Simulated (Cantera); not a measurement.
Mixture: 8.94 % CO, 1.70 % H₂, 12.7 % O₂, 68.4 % N₂, 8.31 % H₂O, equivalence ratio 0.42, at 975 Torr, adiabatic and at constant volume. Ignition delay is the time to a rise of 400 K.

Model: GRI-Mech 3.0 (53 species, 325 reactions), integrated in Cantera. Where the delays flatten at high temperature, the 400 K rule measures the pace of heat release, not the induction time.

Q: Predict: delay at 1175 K; delay at 1325 K; delay at 1475 K; delay at 1625 K; delay at 1775 K.

A: 
| Property | Value |
|---|---|
| delay at 1175 K | 0.197 ms |
| delay at 1325 K | 97.2 µs |
| delay at 1475 K | 69.9 µs |
| delay at 1625 K | 61.3 µs |
| delay at 1775 K | 62.5 µs |
